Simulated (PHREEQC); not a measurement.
Consider water at 25 °C with 0.07 mol NiSO4, 0.00012 mol KCl and 3e-05 mol FeSO4 per kg of water. Closed to the air; pH follows from the charge balance.

Computed with PHREEQC (ion-association model, wateq4f.dat).

```tsv
quantity	before	after
pH	6.04	6.24
SO4-2 (mol/kgw)	0.0394	0.00527
Cl- (mol/kgw)	0.000116	0.000119
Fe+2 (mol/kgw)	1.71e-5	2.28e-5
SI of Melanterite (FeSO4:7H2O)	-4.92	-5.18
```

Problem. Which change was made?
A) NiSO4 from 0.07 to 0.007 mol/kgw
B) NiSO4 left out
C) 0.012 mol/kgw Cs2SO4 added
D) KCl replaced by RbCl at the same molality
E) KCl from 0.00012 to 6e-05 mol/kgw

Solution. A, NiSO4 from 0.07 to 0.007 mol/kgw

This is a speciation only: nothing precipitates in the calculation.
